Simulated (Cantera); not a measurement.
Feed: 1 mol (CH₃)₂SiCl₂, 1300 mol H₂, at 2275 °C and 2.20 mbar.

Cantera equilibrium calculation (NASA polynomials, part measured and part estimated; ideal gas, pure solids and liquids). Candidate condensed phases: C, C₆H₆, C₇H₈, C₈H₁₈, Si, SiC; 109 gas species. The feed counts by its element totals alone. Kinetics and transport are ignored.

Base state: H₂ 0.521, H 0.476, HCl 0.000710, Si 0.000566, C₂H₂ (acetylene) 0.000497, Cl 0.000457, C 3.88e-5, C₂H 3.60e-5 (mole fractions); condensed: gas only.

Question: What changes in the equilibrium state with this change: (CH₃)₂SiCl₂ replaced by CH₃SiCl₃?

Answer: 
| species | before | after |
|---|---|---|
| H₂ | 0.521 | 0.521 |
| H | 0.476 | 0.476 |
| HCl | 0.000710 | 0.00107 |
| C₂H₂ (acetylene) | 0.000497 | 0.000247 |
| Cl | 0.000457 | 0.000686 |
| Si | 0.000566 | 0.000573 |
| C₂H | 3.60e-5 | 1.79e-5 |
| SiC₂ | 1.22e-5 | 6.10e-6 |

Question: What changes in the equilibrium state with this change: temperature from 2275 °C to 1600 °C?

Answer: 
```tsv
species	before	after
H₂	0.521	0.984
H	0.476	0.0137
HCl	0.000710	0.00151
Si	0.000566	0.000133
C	3.88e-5	<1e-9
C₂H	3.60e-5	5.04e-8
Cl	0.000457	1.58e-5
C(graphite), mol	0	0.375
SiC(s), mol	0	0.805
```
